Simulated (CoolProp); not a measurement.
Vapour-liquid equilibrium of R143a (1) + dimethyl ether (2) at 281.6 K; x and y are mole fractions of (1).

Model: multi-fluid Helmholtz-energy mixture model, Lemmon and Jacobsen 2000 and Wu 2011; pair parameters Bell 2016, in CoolProp.

### Question
Give the bubble pressure and the first vapour's composition at x = 0.05, 0.5, 0.8. Is there an azeotrope?

### Answer
x = 0.05: 381.4 kPa, y = 0.109; x = 0.5: 591.0 kPa, y = 0.666; x = 0.8: 716.4 kPa, y = 0.878. No azeotrope shows between x = 0.05 and 0.95.

Pair parameters are fitted to limited data, so mixtures are less certain than the pure fluids.
